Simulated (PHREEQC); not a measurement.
Make-up at 2.2 °C: 0.028 mol HNO3 and 0.0014 mol NaCl per kg of water. Closed to the air; pH follows from the charge balance.

All values are PHREEQC results (ion-association model, phreeqc.dat), not measurements.

Precipitation was switched off in this run.

Question: What pH, specific conductance does the model give?

Answer: pH 1.61; specific conductance 5750 µS/cm.

Away from 25 °C the constants follow the database's enthalpies or fits; those with neither stay at their 25 °C values.
